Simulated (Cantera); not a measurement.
A closed system holds: 1 mol AlN, 6.2 mol H2, at 13300 Pa.

Method: chemical equilibrium by Gibbs-energy minimisation in Cantera with the NASA 1993 tables (ideal gas, pure condensed phases). Candidate condensed phases: Al, AlN; 13 gas species. Rates play no part.

### Question
At 2650 K, list the 4 most abundant gas species with their mole fractions, and the condensed phases.

### Answer
H2 0.707, Al 0.120, H 0.108, N2 0.0615. Condensed: gas only.
